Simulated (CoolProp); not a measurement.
Vapour-liquid equilibrium of acetone (1) + toluene (2) at 0.13 MPa; x and y are mole fractions of (1).

The numbers come from the multi-fluid Helmholtz-energy mixture model, Lemmon 2006 and Lemmon 2006; pair parameters Bell 2016 in CoolProp.

```
x     bubble temperature, mixture model (°C)  bubble temperature, Raoult's law (°C)  y, mixture model  y, Raoult's law
----  --------------------------------------  -------------------------------------  ----------------  ---------------
0.05                                   110.2                                  113.4        (withheld)            0.199
0.15                                    97.4                                  103.2             0.531            0.466
0.25                                    89.2                                   95.2             0.669            0.631
0.35                              (withheld)                                   88.6             0.752            0.740
0.45                                    79.1                                   83.2             0.810            0.817
0.55                                    75.5                                   78.5             0.855            0.872
0.65                                    72.5                                   74.4        (withheld)            0.914
0.75                                    69.7                                   70.9             0.925            0.946
0.85                              (withheld)                                   67.7             0.956            0.971
0.95                              (withheld)                                   64.9        (withheld)            0.991
```

Task: Some entries are withheld; supply them.

Result: 
- 0.05, y, mixture model: 0.257
- 0.35, bubble temperature, mixture model (°C): 83.5
- 0.65, y, mixture model: 0.892
- 0.85, bubble temperature, mixture model (°C): 67.2
- 0.95, bubble temperature, mixture model (°C): 64.7
- 0.95, y, mixture model: 0.985

The largest gap from Raoult's law is -6.0 K in bubble temperature, at x = 0.25. No azeotrope shows between x = 0.05 and 0.95.

The pair parameters rest on a limited set of measurements; away from them the model extrapolates.
